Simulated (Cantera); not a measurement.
Feed: 1 mol MgCO3, a varied amount of H2, 0.013 mol CO2, at 2248 K and 51.0 Pa.

These are equilibrium values from Cantera (NASA tables, ideal gas, pure condensed phases), not measurements of a reactor. Candidate condensed phases: C, C6H6, C7H8, C8H18, H2O, Mg, MgCO3, MgO, Mg(OH)2; 116 gas species. The numbers say what is thermodynamically allowed, not how fast it happens.

### Question
What share of the Mg ends up in condensed phases as a function of n(H2) (mol), at 0.054, 0.09, 0.15, 0.25, 0.41, 0.67, 1.1, 1.8, 3.1?

### Answer
```csv
n(H2) (mol),Mg condensed (%),as
0.054,79.9,MgO(s)
0.09,78.7,MgO(s)
0.15,76.7,MgO(s)
0.25,73.1,MgO(s)
0.41,66.7,MgO(s)
0.67,54.7,MgO(s)
1.1,31.4,MgO(s)
1.8,0.0,-
3.1,0.0,-
```
